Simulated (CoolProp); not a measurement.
Vapour-liquid equilibrium of n-butane (1) + cis-2-butene (2) at 262.2 K; x and y are mole fractions of (1).

The numbers come from the multi-fluid Helmholtz-energy mixture model, Bücker 2006 and Lemmon 2005; pair parameters Bell 2016 in CoolProp.

Task: Give the bubble pressure and the first vapour's composition at x = 0.125, 0.575, 0.875. Is there an azeotrope?

Result: x = 0.125: 0.05806 MPa, y = 0.156; x = 0.575: 0.06356 MPa, y = 0.611; x = 0.875: 0.06600 MPa, y = 0.887. No azeotrope shows between x = 0.05 and 0.95.

The pair parameters rest on a limited set of measurements; away from them the model extrapolates.
